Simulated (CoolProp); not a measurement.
Computed with CoolProp (reference Helmholtz-energy equation of state, Thol 2021).

### Question
For chlorine, give the phase and the Z, cp (kJ/(kg K)), fugacity coefficient at 363.6 K and 50 bar; 363.6 K and 112 bar.

### Answer
- 363.6 K and 50 bar: liquid; Z 0.100, cp 1.17, fugacity coefficient 0.534
- 363.6 K and 112 bar: liquid; Z 0.217, cp 1.07, fugacity coefficient 0.269
